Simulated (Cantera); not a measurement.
A perfectly stirred reactor is fed with H2 : O2 : N2 = 1.7 : 1 : 6.5 (molar parts), at 750 Torr; it is held at 1050 K, and followed from long to short residence time.

Model: the H2/O2 subset of GRI-Mech 3.0, which has no nitrogen chemistry, integrated in Cantera. The temperature is held fixed by assumption; the heat of reaction is taken as removed at once.

Q: Predict: x(H2) at τ = 0.300 s; x(O2) at τ = 0.300 s; x(HO2) at τ = 0.300 s; x(OH) at τ = 0.300 s; x(O) at τ = 0.300 s; x(H2) at τ = 33.0 ms; x(O2) at τ = 33.0 ms; x(HO2) at τ = 33.0 ms; x(OH) at τ = 33.0 ms; x(O) at τ = 33.0 ms.

A: 
| Quantity | Value |
|---|---|
| x(H2) at τ = 0.300 s | 0.00828 |
| x(O2) at τ = 0.300 s | 0.0220 |
| x(HO2) at τ = 0.300 s | 3.02e-5 |
| x(OH) at τ = 0.300 s | 4.99e-6 |
| x(O) at τ = 0.300 s | 3.28e-6 |
| x(H2) at τ = 33.0 ms | 0.0134 |
| x(O2) at τ = 33.0 ms | 0.0245 |
| x(HO2) at τ = 33.0 ms | 3.77e-5 |
| x(OH) at τ = 33.0 ms | 2.67e-5 |
| x(O) at τ = 33.0 ms | 2.00e-5 |
